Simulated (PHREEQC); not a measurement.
Dissolve 0.032 mol/kgw NaCl and 0.0013 mol/kgw FeCl2 at 14 °C. Closed to the air; pH follows from the charge balance.

Equilibrium calculation in PHREEQC: ion-association model, phreeqc.dat.

The pH is 6.51, the ionic strength comes out as 0.0358 mol/kgw and the specific conductance is 2940 µS/cm.

```tsv
species	molality	activity	log γ
Cl-	0.0346	0.0290	-0.077
Na+	0.0320	0.0271	-0.073
Fe+2	0.00127	0.000671	-0.277
FeCl+	3.18e-5	2.68e-5	-0.074
H+	3.58e-7	3.11e-7	-0.061
FeOH+	3.42e-7	2.90e-7	-0.072
```

No solid was allowed to form. Complexes and solids missing from the database can't appear. Away from 25 °C the constants follow the database's enthalpies or fits; those with neither stay at their 25 °C values.
